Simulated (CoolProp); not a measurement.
Properties of p-xylene along the isobar 0.655 MPa.

The numbers come from the reference Helmholtz-energy equation of state, Zhou 2012 in CoolProp.

| T (K) | phase | density (kg/m³) | cv (kJ/(kg K)) | isothermal compressibility (1/MPa) | expansivity (1/kK) | conductivity (mW/(m K)) | Prandtl number |
|---|---|---|---|---|---|---|---|
| 466.1 | liquid | 695.8 | 1.856 | 0.003939 | 1.663 | 90.1 | 3.90 |
| 485.4 | liquid | 672.6 | 1.918 | 0.005083 | 1.865 | (withheld) | 3.65 |
| 504.6 | gas | 19.69 | 1.927 | (withheld) | 3.649 | 30.3 | 0.744 |
| 523.8 | gas | (withheld) | 1.968 | 1.799 | (withheld) | 32.6 | 0.725 |
| 543.1 | gas | 17.42 | 2.011 | 1.750 | (withheld) | 35.0 | 0.712 |
| 562.3 | gas | 16.55 | 2.055 | 1.714 | 2.541 | (withheld) | 0.703 |
| 581.5 | gas | 15.80 | 2.100 | 1.687 | 2.340 | 39.7 | 0.696 |
| 600.8 | gas | 15.12 | 2.144 | 1.665 | 2.178 | 42.1 | 0.691 |
| 620 | gas | 14.52 | 2.189 | 1.648 | 2.045 | (withheld) | 0.687 |

Q: Some entries are withheld; supply them.

A: 
- 485.4, conductivity (mW/(m K)): 87.2
- 504.6, isothermal compressibility (1/MPa): 1.870
- 523.8, density (kg/m³): 18.45
- 523.8, expansivity (1/kK): 3.151
- 543.1, expansivity (1/kK): 2.800
- 562.3, conductivity (mW/(m K)): 37.3
- 620, conductivity (mW/(m K)): 44.5

Viscosity comes from a separate model (Balogun 2015). Thermal conductivity comes from a separate model (Mylona 2014).
